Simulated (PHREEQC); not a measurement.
Solution A (0.031 mol CaBr2 per kg of water) is mixed with solution B (0.047 mol HF, 0.0031 mol (CH3)4NF and 0.00094 mol HCl per kg of water) at 25 °C; shares are by mass of water, 1 kg in all. O2 is buffered at 0.21 atm. CO2 from the air is kept out. Solids allowed: Fluorite. Others were left out.

Model: ion-association model, phreeqc.dat, run in PHREEQC.

Question: Predict pH, Fluorite (mol) at share of solution B = 0, 0.3.

Answer: 
```json
[
 {"share of solution B": "0", "pH": "6.94", "Fluorite (mol)": "0"},
 {"share of solution B": "0.3", "pH": "1.95", "Fluorite (mol)": "0.00696"}
]
```

(CH3)4N+ isn't in the database: it is added as a free cation with an ion size of 4 Å.
